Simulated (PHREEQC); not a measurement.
**Reverse-osmosis permeate**

A made-up water analysis in mg/L, 25 °C, pH 6.64, pe 9.8:

| constituent | mg/L |
|---|---|
| Na | 4.49 |
| K | 0.123 |
| Ca | 0.108 |
| Mg | 0.745 |
| Cl | 1.23 |
| S(6) as SO4 | 5.03 |
| Alkalinity as HCO3 | 7.87 |
| O(0) (dissolved oxygen) | 0.0126 |
| Si as SiO2 | 0.102 |
| F | 0.0462 |
| Ni | 0.00522 |

Valence states are taken as typed.

Computed with PHREEQC (ion-association model, wateq4f.dat).

Each row changes one thing in this solution. Precipitation was switched off in this run.

| case | CO2 (mol/kgw) | MgSO4 (mol/kgw) | Ni+2 (mol/kgw) | NaSO4- (mol/kgw) | MgHCO3+ (mol/kgw) | CO3-2 (mol/kgw) | SI of Quartz (SiO2) |
|---|---|---|---|---|---|---|---|
| as made | 6.50e-5 | 3.11e-7 | 7.40e-8 | 4.67e-8 | 4.20e-8 | 2.82e-8 | -1.79 |
| F from 0.0462 to 0.0924 mg/L | 6.50e-5 | 3.11e-7 | 7.40e-8 | 4.67e-8 | 4.20e-8 | 2.82e-8 | -1.79 |
| pH from 6.64 to 6.94 at the same alkalinity | 3.25e-5 | 3.11e-7 | [?] | 4.67e-8 | [?] | 5.61e-8 | -1.79 |
| temperature from 25 to 75 °C at the same typed pH | 6.02e-5 | 8.91e-7 | 6.76e-8 | [?] | [?] | 4.50e-8 | -2.42 |
| pH from 6.64 to 5.64 at the same alkalinity | 0.000662 | 3.11e-7 | 8.52e-8 | 4.67e-8 | [?] | 2.86e-9 | -1.79 |

Question: What belongs in the gaps?

Answer: 
- pH from 6.64 to 6.94 at the same alkalinity, Ni+2 (mol/kgw): 6.46e-8
- pH from 6.64 to 6.94 at the same alkalinity, MgHCO3+ (mol/kgw): 4.19e-8
- temperature from 25 to 75 °C at the same typed pH, NaSO4- (mol/kgw): 6.00e-8
- temperature from 25 to 75 °C at the same typed pH, MgHCO3+ (mol/kgw): 6.22e-8
- pH from 6.64 to 5.64 at the same alkalinity, MgHCO3+ (mol/kgw): 4.27e-8

At this temperature some constants are extrapolated from 25 °C, and those without enthalpy data are left unchanged. SiF6-2 is the database's only silicon fluoride. The database's nickel carbonate constants are estimates that later reviews lower a good deal.
